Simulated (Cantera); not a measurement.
A closed system holds: 1 mol Al, 14 mol N₂, at 1652 °C and 0.0133 bar.

Equilibrium computed with Cantera from the NASA thermochemical tables; the gas is ideal and each condensed phase is pure. Candidate condensed phases: Al, AlN; 5 gas species. Rates play no part.

Base state: N₂ 0.997, Al 0.00304 (mole fractions); condensed: AlN(s).

Question: What changes in the equilibrium state with this change: temperature from 1652 °C to 1927 °C?

Answer: 
```
species       before   after
-----------  -------  ------
N₂             0.997   0.933
Al           0.00304  0.0667
AlN(s), mol    0.959       0
```
